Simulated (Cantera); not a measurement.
Charge: 1 mol SiHCl3, 7.9 mol H2, held at 800 °C.

These are equilibrium values from Cantera (NASA tables, ideal gas, pure condensed phases), not measurements of a reactor. Candidate condensed phases: Si; 19 gas species. The tables' values for SiCl3 are old estimates; treat these amounts as uncertain. The numbers say what is thermodynamically allowed, not how fast it happens.

**Question.** At 260 Pa, list the 5 most abundant gas species with their mole fractions, and the condensed phases.

**Answer.** H2 0.856, HCl 0.0727, SiCl4 0.0463, SiCl2 0.0120, SiHCl3 0.00668. Condensed: Si(s).
